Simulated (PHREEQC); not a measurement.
Consider water at 20 °C with 0.026 mol/kgw ZnCl2, 0.0011 mol/kgw H3BO3, 0.00011 mol/kgw FeSO4 and 0.026 mol/kgw NaCl. Closed to the air; pH follows from the charge balance.

Equilibrium calculation in PHREEQC: ion-association model, phreeqc.dat.

Problem. The ionic strength comes out as 0.101 mol/kgw. What activity coefficients do SO4-2, Zn+2, Cl-, FeCl+, NaSO4- get?

Solution. SO4-2 0.37, Zn+2 0.38, Cl- 0.77, FeCl+ 0.78, NaSO4- 0.79.

Precipitation was switched off in this run.
